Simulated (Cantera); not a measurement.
Input: 1 mol Si, 17 mol HF, 14 mol N2, 4.8 mol F2, equilibrated at 0.00350 bar.

Cantera equilibrium calculation (NASA polynomials, part measured and part estimated; ideal gas, pure solids and liquids). Candidate condensed phases: Si, Si3N4; 37 gas species. Rates play no part.

x: gas mole fraction; nothing condenses.

```json
[
 {"T (K)": "723", "x HF": "0.489", "x N2": "0.400", "x F": "0.00979", "x F2": "0.0663", "x SiF4": "0.0288", "x NF3": "…", "x H2F2": "1.28e-7"},
 {"T (K)": "823", "x HF": "0.477", "x N2": "0.393", "x F": "0.0464", "x F2": "0.0549", "x SiF4": "0.0281", "x NF3": "…", "x H2F2": "6.71e-8"},
 {"T (K)": "923", "x HF": "0.462", "x N2": "0.381", "x F": "0.108", "x F2": "0.0221", "x SiF4": "0.0272", "x NF3": "…", "x H2F2": "3.94e-8"},
 {"T (K)": "1023", "x HF": "0.454", "x N2": "0.374", "x F": "0.140", "x F2": "0.00459", "x SiF4": "0.0267", "x NF3": "…", "x H2F2": "2.63e-8"},
 {"T (K)": "1123", "x HF": "0.453", "x N2": "0.373", "x F": "0.147", "x F2": "0.000896", "x SiF4": "0.0266", "x NF3": "…", "x H2F2": "1.93e-8"},
 {"T (K)": "1223", "x HF": "0.452", "x N2": "0.372", "x F": "0.149", "x F2": "0.000214", "x SiF4": "0.0266", "x NF3": "…", "x H2F2": "1.51e-8"},
 {"T (K)": "1323", "x HF": "0.452", "x N2": "0.372", "x F": "0.149", "x F2": "6.23e-5", "x SiF4": "0.0266", "x NF3": "…", "x H2F2": "1.23e-8"},
 {"T (K)": "1423", "x HF": "0.452", "x N2": "0.372", "x F": "0.149", "x F2": "2.15e-5", "x SiF4": "0.0266", "x NF3": "<1e-12", "x H2F2": "1.03e-8"},
 {"T (K)": "1523", "x HF": "0.452", "x N2": "0.372", "x F": "0.149", "x F2": "8.53e-6", "x SiF4": "0.0266", "x NF3": "<1e-12", "x H2F2": "8.90e-9"},
 {"T (K)": "1623", "x HF": "0.452", "x N2": "0.372", "x F": "0.149", "x F2": "3.78e-6", "x SiF4": "0.0266", "x NF3": "<1e-12", "x H2F2": "7.84e-9"},
 {"T (K)": "1723", "x HF": "0.452", "x N2": "0.372", "x F": "0.149", "x F2": "1.84e-6", "x SiF4": "0.0266", "x NF3": "<1e-12", "x H2F2": "7.04e-9"}
]
```

Problem. Complete the blanks.

Solution. 
- 723, x NF3: 0.00623
- 823, x NF3: 0.000331
- 923, x NF3: 1.06e-5
- 1023, x NF3: 1.92e-7
- 1123, x NF3: 4.29e-9
- 1223, x NF3: 1.63e-10
- 1323, x NF3: 1.00e-11
